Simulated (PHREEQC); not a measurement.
A solution holds 0.0041 mol/kgw LiOH, 0.018 mol/kgw CO2 and 0.0013 mol/kgw Na2CO3, at 20 °C. Closed to the air; pH follows from the charge balance.

Equilibrium calculation in PHREEQC: ion-association model, phreeqc.dat.

```yaml
pH: 6.07
ionic_strength: 0.00669 mol/kgw
specific_conductance: 490 µS/cm
total_alkalinity: 6.70 meq/kg
```

```csv
species,molality,activity,log γ
CO2,0.0126,0.0126,0.001
HCO3-,0.00669,0.00616,-0.036
Li+,0.00410,0.00378,-0.036
Na+,0.00259,0.00238,-0.037
NaHCO3,8.47e-6,8.49e-6,0.001
(CO2)2,2.46e-6,2.46e-6,0.001
```

No solid was allowed to form.
